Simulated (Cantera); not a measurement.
Feed: 1 mol CsCl, 0.058 mol HCl, 39 mol H2, at 1025 K and 80.0 Pa.

These are equilibrium values from Cantera (NASA tables, ideal gas, pure condensed phases), not measurements of a reactor. Candidate condensed phases: Cs, CsCl; 9 gas species. The numbers say what is thermodynamically allowed, not how fast it happens.

Base state: H2 0.974, CsCl 0.0246, HCl 0.00145, Cs2Cl2 0.000206 (mole fractions); condensed: gas only.

Q: What changes in the equilibrium state with this change: temperature from 1025 K to 1900 K?

A: 
```csv
species,before,after
H2,0.974,0.940
H,1.52e-7,0.0272
CsCl,0.0246,0.0182
Cl,<1e-9,0.000167
Cs,2.72e-7,0.00639
Cs2Cl2,0.000206,1.03e-8
```
